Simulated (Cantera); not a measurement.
A closed system holds: 1 mol Si, 2.1 mol HCl, 4.6 mol H2, held at 13300 Pa.

Cantera equilibrium calculation (NASA polynomials, part measured and part estimated; ideal gas, pure solids and liquids). Candidate condensed phases: Si; 19 gas species. The tables' values for SiCl3 are old estimates; treat these amounts as uncertain. Equilibrium is a limit: real reactors are often held back by kinetics, nucleation or transport. All values below are at 1177 °C.

Base state: H2 0.793, HCl 0.125, SiCl2 0.0606, SiCl3 0.0108, SiCl4 0.00701, SiHCl3 0.00384, SiH2Cl2 0.000325, H 2.31e-5 (mole fractions); condensed: Si(s).

What changes in the equilibrium state with this change: H2 from 4.6 to 9.4 mol?


```json
[
 {"species": "H2", "before": "0.793", "after": "0.866"},
 {"species": "HCl", "before": "0.125", "after": "0.0947"},
 {"species": "SiCl2", "before": "0.0606", "after": "0.0319"},
 {"species": "SiCl3", "before": "0.0108", "after": "0.00412"},
 {"species": "SiCl4", "before": "0.00701", "after": "0.00195"},
 {"species": "SiHCl3", "before": "0.00384", "after": "0.00153"},
 {"species": "Si(s), mol", "before": "0.456", "after": "0.546"}
]
```
